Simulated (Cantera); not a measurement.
Input (Python, Cantera):

```python
import numpy as np
import cantera as ct

gas = ct.Solution("h2o2.yaml")
gas.TPX = 1300, 54000, {'H2': 1, 'O2': 0.962, 'N2': 3.62}
reactor = ct.IdealGasConstPressureReactor(gas, energy="on", clone=False)
net = ct.ReactorNet([reactor])
net.rtol, net.atol = 1e-08, 1e-16
show = ['H2', 'O2', 'HO2', 'OH', 'H2O2', 'H2O']
times = np.geomspace(1e-06, 0.2, 12)

steps = ct.SolutionArray(gas, extra=["t"])
rows = []
print(f"{'t/s':>10s}{'T/K':>9s}{'P/Pa':>11s}" + "".join(f"{s:>11s}" for s in show))
for t in times:
    while net.time < t:
        t_next = net.step()
        steps.append(gas.state, t=t_next)
    rows.append([np.interp(t, steps.t, y) for y in (steps.T, steps.P, *steps(*show).X.T)])
    print(f"{t:10.3e}{rows[-1][0]:9.1f}{rows[-1][1]:11.4g}" + "".join(f"{x:11.3e}" for x in rows[-1][2:]))
rate = np.gradient(steps.T, steps.t)
print("integrator steps:", len(steps.t))
if steps.T.max() > steps.T[0] + 200:
    print(f"time of steepest temperature rise: {steps.t[rate.argmax()]:.4e} s")
gas.TPX = 1300, 54000, {'H2': 1, 'O2': 0.962, 'N2': 3.62}
gas.equilibrate("HP")
print(f"equilibrium (HP): T = {gas.T:.1f} K  " + "  ".join(f"{s} {gas[s].X[0]:.3e}" for s in show))
```

It prints:

```
       t/s      T/K       P/Pa         H2         O2        HO2         OH       H2O2        H2O
 1.000e-06   1300.0    5.4e+04  1.791e-01  1.723e-01  6.622e-09  5.018e-10  4.357e-12  4.814e-10
 3.033e-06   1300.0    5.4e+04  1.791e-01  1.723e-01  2.043e-08  3.047e-09  4.020e-11  9.017e-09
 9.201e-06   1300.0    5.4e+04  1.791e-01  1.723e-01  7.051e-08  3.441e-08  3.851e-10  2.333e-07
 2.791e-05   1300.1    5.4e+04  1.790e-01  1.723e-01  3.833e-06  1.094e-05  1.919e-08  9.252e-05
 8.465e-05   1771.2    5.4e+04  1.992e-02  8.714e-02  1.764e-05  1.749e-02  7.232e-07  1.359e-01
 2.568e-04   2200.7    5.4e+04  1.181e-02  8.452e-02  6.861e-06  2.170e-02  1.792e-07  1.632e-01
 7.789e-04   2409.6    5.4e+04  4.766e-03  8.599e-02  6.414e-06  1.657e-02  1.970e-07  1.804e-01
 2.363e-03   2437.6    5.4e+04  3.719e-03  8.647e-02  7.212e-06  1.501e-02  2.429e-07  1.830e-01
 7.166e-03   2437.6    5.4e+04  3.718e-03  8.647e-02  7.214e-06  1.501e-02  2.429e-07  1.830e-01
 2.174e-02   2437.6    5.4e+04  3.718e-03  8.647e-02  7.214e-06  1.501e-02  2.429e-07  1.830e-01
 6.594e-02   2437.6    5.4e+04  3.718e-03  8.647e-02  7.214e-06  1.501e-02  2.429e-07  1.830e-01
 2.000e-01   2437.6    5.4e+04  3.718e-03  8.647e-02  7.214e-06  1.501e-02  2.429e-07  1.830e-01
integrator steps: 1186
time of steepest temperature rise: 5.3792e-05 s
equilibrium (HP): T = 2437.6 K  H2 3.718e-03  O2 8.647e-02  HO2 7.214e-06  OH 1.501e-02  H2O2 2.429e-07  H2O 1.830e-01
```

Cantera simulation using the H2/O2 subset of GRI-Mech 3.0, which has no nitrogen chemistry; the numbers are that mechanism's predictions, not measurements.
